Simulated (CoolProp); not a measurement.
Vapour-liquid equilibrium of R143a (1) + isobutene (2) at -48.25 °C; x and y are mole fractions of (1).

Model: multi-fluid Helmholtz-energy mixture model, Lemmon and Jacobsen 2000 and Lemmon 2005; pair parameters Bell 2016, in CoolProp.

| x | bubble pressure (bar) | y at the bubble point | dew pressure at overall composition x (bar) | liquid density (mol/L) |
|---|---|---|---|---|
| 0.05 | 0.2881 | 0.524 | 0.1496 | 12.04 |
| 0.15 | 0.4824 | 0.735 | 0.1666 | 12.18 |
| 0.25 | 0.5973 | 0.799 | 0.1878 | 12.33 |
| 0.35 | 0.6702 | 0.831 | 0.2153 | 12.49 |
| 0.45 | 0.7220 | 0.853 | 0.2520 | [?] |
| 0.55 | 0.7648 | 0.871 | 0.3034 | 12.85 |
| 0.65 | 0.8053 | 0.889 | 0.3805 | 13.05 |
| 0.75 | 0.8473 | 0.911 | [?] | 13.27 |
| 0.85 | [?] | 0.939 | 0.7158 | 13.51 |
| 0.95 | 0.9408 | 0.977 | 0.9076 | 13.77 |

Q: Complete the blanks.

A: 
- 0.45, liquid density (mol/L): 12.66
- 0.75, dew pressure at overall composition x (bar): 0.5058
- 0.85, bubble pressure (bar): 0.8924

No azeotrope shows between x = 0.05 and 0.95.

The pair parameters rest on a limited set of measurements; away from them the model extrapolates. With so large a gap from Raoult's law the liquid may split in two, which this calculation doesn't test in full.
